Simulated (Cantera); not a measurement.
Charge: 1 mol PbS, 53 mol H₂, held at 2148 K and 120000 Pa.

Equilibrium computed with Cantera from the NASA thermochemical tables; the gas is ideal and each condensed phase is pure. Candidate condensed phases: Pb, PbS, S; 10 gas species. Equilibrium is a limit: real reactors are often held back by kinetics, nucleation or transport.

Base state: H₂ 0.964, Pb 0.0145, H₂S 0.0107, PbS 0.00394, H 0.00374, SH 0.00238, S₂ 0.000624, S 0.000179 (mole fractions); condensed: gas only.

What changes in the equilibrium state with this change: PbS replaced by TiO₂?


```
species          before    after
-------------  --------  -------
H₂                0.964    0.990
H₂O                   0  0.00628
H               0.00374  0.00379
Pb               0.0145        0
H₂S              0.0107        0
PbS             0.00394        0
SH              0.00238        0
S₂             0.000624        0
S              0.000179        0
Ti₃O₅(l), mol         0    0.333
```
Further candidate phases: H₂O, Ti, TiO, TiO₂, Ti₂O₃, Ti₃O₅, Ti₄O₇.
